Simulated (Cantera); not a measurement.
TiO2 + CH4 + CO (carbothermic reduction)

A closed system holds: 1 mol TiO2, 1.2 mol CH4, 0.063 mol CO, equilibrated at 0.133 bar.

Cantera equilibrium calculation (NASA polynomials, part measured and part estimated; ideal gas, pure solids and liquids). Candidate condensed phases: C, C6H6, C7H8, C8H18, H2O, Ti, TiC, TiO, TiO2, Ti2O3, Ti3O5, Ti4O7; 113 gas species. Mutual solubility and eutectic melting of coexisting phases are not modelled. TiC, TiO: taken at fixed stoichiometry. Condensed phases not in the tables: solid solutions among these carbides, nitrides and lower oxides. Equilibrium is a limit: real reactors are often held back by kinetics, nucleation or transport.

```tsv
T (K)	log p H2	log p CO	log p H	log p H2O	log p CO2	log p TiO	log p CH4	n TiC(s)	n Ti2O3(s)	n TiO(l)
1725	-1.02	-1.41	-4.24	-4.62	-5.55	-8.81	-6.24	0.280	0.360	0
1775	-1.02	-1.41	-4.05	-4.60	-5.56	-8.26	-6.45	0.280	0.360	0
1825	-1.02	-1.41	-3.87	-4.59	-5.57	-7.75	-6.64	0.280	0.360	0
1875	-1.03	-1.41	-3.70	-4.58	-5.58	-7.26	-6.83	0.280	0.360	0
1925	-1.03	-1.41	-3.53	-4.57	-5.59	-6.80	-7.00	0.280	0.360	0
1975	-1.03	-1.41	-3.38	-4.56	-5.60	-6.36	-7.16	0.280	0.360	0
2025	-1.05	-1.36	-3.24	-4.56	-5.54	-5.97	-7.32	0.100	0	0.900
```
log p: log10 of the partial pressure in bar; n: condensed amount in mol.

From 1725 K to 1975 K the condensed part is TiC(s) + Ti2O3(s). At 2025 K the condensed part is TiC(s) + TiO(l). The main Ti-bearing gas is TiO throughout.
